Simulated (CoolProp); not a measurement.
A single-stage vapour-compression cycle with R1336mzz(E): evaporating at 288.15 K (dew point), condensing at 344.15 K (bubble point), superheat 10 K, subcooling 2 K, compressor efficiency 0.85, no pressure losses. Each further row changes one setting.

Model: reference Helmholtz-energy equation of state, Akasaka 2023, in CoolProp.

```json
[
 {"case": "as stated", "cooling COP": "3.08", "pressure ratio": "5.68", "discharge temperature (K)": "344.9", "refrigerating effect (kJ/kg)": "89.3", "volumetric capacity (kJ/m³)": "837"},
 {"case": "evaporating temperature 293.15 K", "cooling COP": "3.57", "pressure ratio": "4.71", "discharge temperature (K)": "345.5", "refrigerating effect (kJ/kg)": "92.9", "volumetric capacity (kJ/m³)": "1040"},
 {"case": "condensing temperature 339.15 K", "cooling COP": "3.56", "pressure ratio": "4.99", "discharge temperature (K)": "340.7", "refrigerating effect (kJ/kg)": "95.9", "volumetric capacity (kJ/m³)": "899"},
 {"case": "subcooling 7 K", "cooling COP": "3.31", "pressure ratio": "5.68", "discharge temperature (K)": "344.9", "refrigerating effect (kJ/kg)": "95.9", "volumetric capacity (kJ/m³)": "899"},
 {"case": "superheat 20 K", "cooling COP": "3.21", "pressure ratio": "5.68", "discharge temperature (K)": "354.8", "refrigerating effect (kJ/kg)": "97.7", "volumetric capacity (kJ/m³)": "880"},
 {"case": "compressor efficiency 0.75", "cooling COP": "2.71", "pressure ratio": "5.68", "discharge temperature (K)": "348.8", "refrigerating effect (kJ/kg)": "89.3", "volumetric capacity (kJ/m³)": "837"}
]
```
